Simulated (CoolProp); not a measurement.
Vapour-liquid equilibrium of carbon dioxide (1) + the fluoroketone C6F12O (FK-5-1-12) (2) at 270.5 K; x and y are mole fractions of (1).

The numbers come from the multi-fluid Helmholtz-energy mixture model, Span 1996 and McLinden 2015; pair parameters Bell 2016 in CoolProp.

```csv
x,bubble pressure (bar),y at the bubble point,dew pressure at overall composition x (bar),liquid density (mol/L)
0.05,[?],0.886,0.1140,5.584
0.15,3.729,0.972,[?],6.161
0.25,7.583,0.986,0.1444,[?]
0.35,[?],0.991,0.1666,7.622
0.45,15.00,0.993,0.1967,8.565
0.55,17.69,0.994,0.2400,9.711
0.65,[?],0.995,0.3078,11.14
0.75,[?],[?],0.4292,12.99
0.85,25.63,0.997,0.7100,15.47
0.95,29.97,0.999,2.088,[?]
```

Problem. Complete the blanks.

Solution. 
- 0.05, bubble pressure (bar): 0.9301
- 0.15, dew pressure at overall composition x (bar): 0.1274
- 0.25, liquid density (mol/L): 6.832
- 0.35, bubble pressure (bar): 11.57
- 0.65, bubble pressure (bar): 19.99
- 0.75, bubble pressure (bar): 22.45
- 0.75, y at the bubble point: 0.996
- 0.95, liquid density (mol/L): 19.02

No azeotrope shows between x = 0.05 and 0.95.

The pair parameters rest on a limited set of measurements; away from them the model extrapolates. The gap from Raoult's law changes sign with composition, which may be real or a fault of the pair parameters; it wasn't checked against measurements.
